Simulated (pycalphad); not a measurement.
Source of the numbers: pycalphad with the COST 507 light-alloy database (1999); pressure 1 atm. These are 1990s assessments: newer ones move some temperatures and phases. Not assessed as a whole: an extrapolation from subsystems, which can miss ternary compounds. Phase fractions are per mole of atoms. Kinetics are ignored, which matters at the lower temperatures.

Q: Give the equilibrium state of Mg-0.34Al-0.48Cu-8.84Si (at.%) at 400 K.

A: 
```
T = 400.00 K, P = 101325 Pa, N = 1 mol of atoms
G = -18667 J/mol, H = -3473 J/mol, S = 37.99 J/(mol K)  (SER reference)
chemical potentials (J/mol): Mg -13466, Al -36493, Cu -43807, Si -69772
phase             fraction      x(Mg)      x(Al)      x(Cu)      x(Si)
HCP_A3              0.7225     1.0000   4.16e-05   1.55e-07    2.9e-13
MG2SI               0.2652     0.6667       none       none     0.3333
LAVES_C36           0.0084     0.3333     0.2914     0.3752       none
LAVES_C15           0.0038     0.3334     0.2390     0.4277   8.43e-07
```

Q: Give the equilibrium state of Mg-0.34Al-0.48Cu-8.84Si (at.%) at 725 K.

A: hcp, fraction 0.724, with 0.15 Al, 0.02 Cu, <0.01 Si at.%; MG2SI, fraction 0.265, with no Al, no Cu, 33.3 Si at.%; LAVES_C15, fraction 0.010, with 21.9 Al, 44.5 Cu, 0.07 Si at.%.

Database names, with the compositions (at.%) that they take in these runs: MG2SI: Mg 67 Si 33; LAVES_C15: Cu 41-45 Mg 33 Al 21-26; LAVES_C36: Cu 37 Mg 33 Al 29. HCP_A3 is hcp. An entry "none" or "no" means that the model of the phase leaves that element out.
